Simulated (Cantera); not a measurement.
A closed system holds: 1 mol Ta(OEt)₅, 0.51 mol CH₄, held at 975 °C and 525 Torr.

Cantera equilibrium calculation (NASA polynomials, part measured and part estimated; ideal gas, pure solids and liquids). Candidate condensed phases: C, C₆H₆, C₇H₈, C₈H₁₈, H₂O, Ta, TaC, Ta₂O₅; 113 gas species. The feed counts by its element totals alone. Mutual solubility and eutectic melting of coexisting phases are not modelled. TaC: taken at fixed stoichiometry. Condensed phases not in the tables: Ta₂C. The numbers say what is thermodynamically allowed, not how fast it happens.

Base state: H₂ 0.825, CO 0.168, CH₄ 0.00531, H₂O 0.00149, CO₂ 0.000195 (mole fractions); condensed: C(graphite) + TaC(s) + Ta₂O₅(s).

What changes in the equilibrium state with this change: temperature from 975 °C to 1552 °C?


```
species             before     after
----------------  --------  --------
H₂                   0.825     0.729
CO                   0.168     0.270
H                  5.08e-7  0.000449
CH₄                0.00531  0.000264
C₂H₂ (acetylene)   2.01e-7  0.000157
CO₂               0.000195   3.28e-6
C(graphite), mol      7.61      4.50
TaC(s), mol         0.0982      1.00
Ta₂O₅(s), mol        0.451         0
```

What changes in the equilibrium state with this change: pressure from 525 Torr to 750 Torr?


```csv
species,before,after
H₂,0.825,0.835
CO,0.168,0.155
CH₄,0.00531,0.00776
H₂O,0.00149,0.00199
CO₂,0.000195,0.000237
"C(graphite), mol",7.61,7.92
"TaC(s), mol",0.0982,0
"Ta₂O₅(s), mol",0.451,0.500
```
